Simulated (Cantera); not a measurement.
A perfectly stirred reactor is fed with CH4 : C2H6 : O2 : N2 = 1 : 0.19 : 6.66 : 25.1 (molar parts), equivalence ratio 0.40, at 11.0 bar; it is adiabatic with a 775 K inlet, and is followed from long to short residence time, starting on the burning branch (τ in s: 0.026, 0.014, 0.0072, 0.0038, 0.002, 0.0011, 0.00056, 0.0003, 0.00016, 8.3e-05, 4.4e-05, 2.3e-05, 1.2e-05).

Detailed kinetics in Cantera: GRI-Mech 3.0 (53 species, 325 reactions).

x: mole fraction; the columns are a selection and need not sum to one.

```tsv
τ (s)	T (K)	x CH4	x C2H6	x O2	x H2O	x HCN	x NO2	x N2O
0.026	1681	1.24e-5	5.72e-7	0.121	0.0776	1.88e-9	4.50e-8	1.13e-6
0.014	1680	1.97e-5	9.30e-7	0.121	0.0775	2.39e-9	5.09e-8	1.48e-6
0.0072	1677	3.23e-5	1.56e-6	0.121	0.0775	3.11e-9	5.93e-8	1.95e-6
0.0038	1674	5.24e-5	2.58e-6	0.121	0.0774	3.93e-9	6.69e-8	2.45e-6
0.0020	1668	___	___	0.122	0.0772	___	7.02e-8	2.87e-6
0.0011	1658	0.000145	7.37e-6	0.122	0.0769	5.34e-9	6.61e-8	3.05e-6
0.00056	1634	0.000300	1.54e-5	0.124	0.0763	5.37e-9	5.15e-8	2.75e-6
0.00030	775	0.0303	0.00577	0.202	<1e-12	<1e-12	<1e-12	<1e-12
0.00016	775	0.0303	0.00577	0.202	<1e-12	<1e-12	<1e-12	<1e-12
8.3e-5	775	0.0303	0.00577	0.202	<1e-12	<1e-12	<1e-12	<1e-12
4.4e-5	775	0.0303	0.00577	0.202	<1e-12	<1e-12	<1e-12	<1e-12
2.3e-5	775	0.0303	0.00577	0.202	<1e-12	<1e-12	<1e-12	<1e-12
1.2e-5	775	0.0303	0.00577	0.202	<1e-12	<1e-12	<1e-12	<1e-12
```

Q: What belongs in the gaps?

A: 
- 0.0020, x CH4: 8.69e-5
- 0.0020, x C2H6: 4.35e-6
- 0.0020, x HCN: 4.76e-9
